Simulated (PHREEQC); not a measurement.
Polishing slurry liquid: an equilibrium model

Dissolve 0.0011 mol H2SO4, 0.00045 mol K2SO4 and 0.0029 mol H3BO3 per kg of water at 32 °C. Closed to the air; pH follows from the charge balance.

Model: Pitzer model, pitzer.dat, run in PHREEQC.

Each row changes one thing in this solution. Precipitation was switched off in this run.

| case | pH | ionic strength (mol/kgw) | SO4-2 (mol/kgw) | HSO4- (mol/kgw) | B(OH)4- (mol/kgw) |
|---|---|---|---|---|---|
| as made | 2.74 | 0.00420 | 0.00132 | 0.000227 | 9.84e-10 |
| K2SO4 from 0.00045 to 9e-05 mol/kgw | 2.72 | 0.00320 | … | 0.000182 | 9.45e-10 |
| diluted 10-fold with water | 3.68 | 0.000458 | 0.000152 | 3.45e-6 | 8.13e-10 |
| K2SO4 left out | 2.72 | 0.00296 | 0.000929 | 0.000171 | 9.35e-10 |
| H2SO4 from 0.0011 to 0.0022 mol/kgw | 2.46 | 0.00671 | 0.00203 | 0.000619 | 5.33e-10 |
| H3BO3 from 0.0029 to 0.00058 mol/kgw | 2.74 | 0.00420 | 0.00132 | 0.000227 | 1.97e-10 |
| H2SO4 from 0.0011 to 0.00165 mol/kgw | … | 0.00549 | 0.00169 | … | 6.85e-10 |

Q: What belongs in the gaps?

A: 
- K2SO4 from 0.00045 to 9e-05 mol/kgw, SO4-2 (mol/kgw): 0.00101
- H2SO4 from 0.0011 to 0.00165 mol/kgw, pH: 2.58
- H2SO4 from 0.0011 to 0.00165 mol/kgw, HSO4- (mol/kgw): 0.000408

Complexes and solids missing from the database can't appear.
